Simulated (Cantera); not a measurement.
## Gas activation for diamond growth

A perfectly stirred reactor is fed with CH4 : H2 : CO2 = 0.0024 : 1 : 0.0059 (molar parts), at 46.5 Torr; it is held at 2375 K, and followed from long to short residence time.

Cantera simulation using GRI-Mech 3.0 (53 species, 325 reactions); the numbers are that mechanism's predictions, not measurements.

| τ (s) | x CH4 | x H2 | x CO2 | x OH | x HO2 | x CH2O | x C2H |
|---|---|---|---|---|---|---|---|
| 0.38 | 2.58e-5 | 0.940 | 6.42e-6 | 3.14e-5 | <1e-12 | 3.33e-9 | 1.02e-7 |
| 0.19 | 5.35e-5 | 0.945 | 8.36e-6 | 2.99e-5 | <1e-12 | 5.90e-9 | 2.80e-7 |
| 0.095 | 0.000108 | 0.951 | 1.29e-5 | 2.85e-5 | <1e-12 | 1.00e-8 | 5.65e-7 |
| 0.047 | 0.000208 | 0.956 | 2.38e-5 | 2.69e-5 | <1e-12 | 1.61e-8 | 8.12e-7 |
| 0.023 | 0.000386 | 0.962 | 5.09e-5 | 2.43e-5 | <1e-12 | 2.40e-8 | 8.44e-7 |
| 0.012 | 0.000647 | 0.966 | 0.000110 | 2.11e-5 | <1e-12 | 3.16e-8 | 6.75e-7 |
| 0.0058 | 0.00107 | 0.970 | 0.000272 | 1.67e-5 | <1e-12 | 3.80e-8 | 3.78e-7 |
| 0.0029 | 0.00156 | 0.975 | 0.000681 | 1.18e-5 | <1e-12 | 3.76e-8 | 1.32e-7 |
| 0.0014 | 0.00197 | 0.980 | 0.00178 | 6.27e-6 | <1e-12 | 2.87e-8 | 2.00e-8 |
| 0.00072 | 0.00217 | 0.985 | 0.00351 | 2.60e-6 | <1e-12 | 1.93e-8 | 2.02e-9 |
| 0.00036 | 0.00227 | 0.989 | 0.00499 | 9.32e-7 | <1e-12 | 1.14e-8 | 1.48e-10 |
x: mole fraction; the columns are a selection and need not sum to one.
